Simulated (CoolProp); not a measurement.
Saturation properties of ethylene (Tc = 282.4 K, pc = 50.42 bar, ω = 0.087).

The numbers come from the reference Helmholtz-energy equation of state, Smukala 2000 in CoolProp.

| T (K) | p (bar) | liquid density (kg/m³) | vapour Z |
|---|---|---|---|
| 203.6 | 5.265 | 515.3 | 0.8946 |
| 207.3 | 6.076 | 509.1 | 0.8837 |
| 210.9 | 6.950 | 502.9 | 0.8723 |
| 214.6 | 7.940 | 496.5 | [?] |
| 218.3 | 9.030 | 489.8 | [?] |
| 221.9 | 10.19 | 483.1 | 0.8335 |
| 225.6 | 11.49 | [?] | 0.8189 |
| 229.3 | 12.91 | 468.8 | 0.8035 |
| 232.9 | 14.41 | [?] | 0.7877 |
| 236.6 | 16.08 | 453.6 | 0.7705 |
| 240.3 | 17.88 | 445.4 | 0.7523 |
| 243.9 | 19.77 | 437.1 | 0.7336 |
| 247.6 | 21.86 | [?] | 0.7131 |
| 251.3 | 24.10 | 418.6 | 0.6913 |

**Question.** Complete the blanks.

**Answer.** 
- 214.6, vapour Z: 0.8600
- 218.3, vapour Z: 0.8469
- 225.6, liquid density (kg/m³): 476.1
- 232.9, liquid density (kg/m³): 461.4
- 247.6, liquid density (kg/m³): 428.1

It boils at 169.4 K under 1 atm.
